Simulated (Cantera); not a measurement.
Mixture: CH4 : H2 : O2 : N2 = 1 : 1.4 : 5.09 : 19.2 (molar parts), equivalence ratio 0.53, at 4.00 bar, adiabatic and at constant pressure. Ignition delay is the time to a rise of 400 K.

Cantera simulation using GRI-Mech 3.0 (53 species, 325 reactions); the numbers are that mechanism's predictions, not measurements. Below about 1000 K GRI-Mech 3.0 lacks low-temperature oxidation paths.

Task: Predict: delay at 973 K; delay at 1023 K; delay at 1073 K; delay at 1123 K; delay at 1173 K; delay at 1223 K; apparent activation energy between 1123 and 1223 K.

Result: 
```json
{
  "delay at 973 K": "40.7 ms",
  "delay at 1023 K": "8.61 ms",
  "delay at 1073 K": "1.83 ms",
  "delay at 1123 K": "0.567 ms",
  "delay at 1173 K": "0.267 ms",
  "delay at 1223 K": "0.153 ms",
  "apparent activation energy between 1123 and 1223 K": "150 kJ/mol"
}
```
